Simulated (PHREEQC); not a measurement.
A PHREEQC input (ion-association model, wateq4f.dat):

```
SOLUTION 1
  temp 20
  units mg/L
  pH 7.21
  pe 2.6
  Na 26.9
  K 39
  Ca 14.5
  Mg 0.827
  Cl 65.6
  S(6) 11.3 as SO4
  Alkalinity 48.2 as HCO3 charge
  Si 0.877 as SiO2
  Mn(2) 1.01
  Zn 0.313
END
USE solution 1
EQUILIBRIUM_PHASES 1
  CO2(g) -2 10
END
```

It stops with these messages:

```
ERROR: Alkalinity cannot be used with charge balance or solution phase boundary constraints.
ERROR: Program terminating due to input errors.
```

The fault: charge balance asked on alkalinity. The line should read `as HCO3` where the input has `as HCO3 charge`. With the mend the run ends at pH 6.66 and ionic strength 0.00345 mol/kgw.
